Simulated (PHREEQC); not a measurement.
# Metal-bearing waste water

Make-up at 50 °C: 0.34 mol/kgw CuSO4, 0.0003 mol/kgw H2SO4 and 0.22 mol/kgw NaCl. Closed to the air; pH follows from the charge balance.

Computed with PHREEQC (ion-association model, wateq4f.dat).

Each row changes one thing in this solution. Precipitation was switched off in this run.

| case | pH | ionic strength (mol/kgw) | Na+ (mol/kgw) | Cl- (mol/kgw) | SO4-2 (mol/kgw) | NaSO4- (mol/kgw) | SI of Mirabilite (Na2SO4:10H2O) | SI of Halite (NaCl) |
|---|---|---|---|---|---|---|---|---|
| as made | 4.00 | 0.837 | 0.191 | 0.174 | 0.162 | 0.0295 | -3.39 | -3.50 |
| temperature from 50 to 25 °C | 3.93 | 0.870 | 0.193 | 0.200 | 0.159 | 0.0270 | -2.27 | -3.36 |
| H2SO4 left out | 4.19 | 0.837 | 0.191 | 0.174 | 0.162 | 0.0295 | -3.39 | -3.50 |
| CuSO4 left out | 3.33 | 0.221 | 0.220 | 0.220 | 0.000219 | 7.44e-5 | -5.82 | -3.25 |
| diluted 100-fold with water | 4.79 | 0.0130 | 0.00218 | 0.00217 | 0.00270 | ___ | ___ | -7.06 |

Fill in the missing entries.


- diluted 100-fold with water, NaSO4- (mol/kgw): 2.12e-5
- diluted 100-fold with water, SI of Mirabilite (Na2SO4:10H2O): -8.17

The ionic strength passes 0.7 mol/kgw, the rough limit of the ion-association models, in as made; temperature from 50 to 25 °C; H2SO4 left out. Species that the database lacks are ignored. Some of these states are supersaturated (in Atacamite, Antlerite, Tenorite (slow to form), for instance). Away from 25 °C the constants follow the database's enthalpies or fits; those with neither stay at their 25 °C values.
